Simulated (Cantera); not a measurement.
An isothermal, constant-pressure homogeneous reactor starts with C2H4 : H2 = 1 : 97 (molar parts), at 1948 K and 90.0 Pa.

Model: GRI-Mech 3.0 (53 species, 325 reactions), integrated in Cantera. GRI-Mech 3.0 was tuned for natural gas; its chemistry of ethylene as a main component is partial and can be far from experiment. GRI-Mech 3.0 stops at C3 and has no aromatics, soot or wall deposition, so with more carbon than oxygen in the feed, carbon stays in small species such as C2H2 where larger ones or solid carbon would form. Radical loss at walls, strong at low pressure, is not modelled.

x: mole fraction; the columns are a selection and need not sum to one.

```json
[
 {"t (s)": "2.00e-5", "x C2H4": "0.0102", "x H2": "0.990", "x H": "1.79e-8", "x C2H6": "2.83e-12", "x CH3": "<1e-12", "x CH4": "<1e-12", "x C2H": "<1e-12"},
 {"t (s)": "9.46e-5", "x C2H4": "0.0102", "x H2": "0.990", "x H": "1.05e-7", "x C2H6": "5.32e-11", "x CH3": "4.78e-12", "x CH4": "<1e-12", "x C2H": "<1e-12"},
 {"t (s)": "0.000447", "x C2H4": "0.0101", "x H2": "0.990", "x H": "6.08e-7", "x C2H6": "5.85e-10", "x CH3": "2.28e-10", "x CH4": "7.67e-11", "x C2H": "1.31e-12"},
 {"t (s)": "0.00211", "x C2H4": "0.00966", "x H2": "0.990", "x H": "___", "x C2H6": "___", "x CH3": "___", "x CH4": "___", "x C2H": "2.62e-11"},
 {"t (s)": "0.0100", "x C2H4": "0.00788", "x H2": "0.990", "x H": "1.34e-5", "x C2H6": "1.52e-9", "x CH3": "2.43e-9", "x CH4": "4.90e-8", "x C2H": "4.91e-10"},
 {"t (s)": "0.0473", "x C2H4": "0.00294", "x H2": "0.990", "x H": "4.84e-5", "x C2H6": "5.69e-10", "x CH3": "1.92e-9", "x CH4": "2.46e-7", "x C2H": "5.49e-9"},
 {"t (s)": "0.224", "x C2H4": "2.47e-5", "x H2": "0.990", "x H": "0.000128", "x C2H6": "4.78e-12", "x CH3": "1.23e-9", "x CH4": "4.36e-7", "x C2H": "2.03e-8"},
 {"t (s)": "1.06", "x C2H4": "___", "x H2": "0.989", "x H": "___", "x C2H6": "<1e-12", "x CH3": "___", "x CH4": "4.51e-7", "x C2H": "___"},
 {"t (s)": "5.00", "x C2H4": "1.17e-6", "x H2": "0.988", "x H": "0.00192", "x C2H6": "<1e-12", "x CH3": "2.27e-8", "x CH4": "5.85e-7", "x C2H": "3.05e-7"}
]
```

Question: Some entries are withheld; supply them.

Answer: 
- 0.00211, x H: 3.00e-6
- 0.00211, x C2H6: 1.71e-9
- 0.00211, x CH3: 1.88e-9
- 0.00211, x CH4: 4.81e-9
- 1.06, x C2H4: 2.41e-6
- 1.06, x H: 0.000445
- 1.06, x CH3: 4.13e-9
- 1.06, x C2H: 7.08e-8
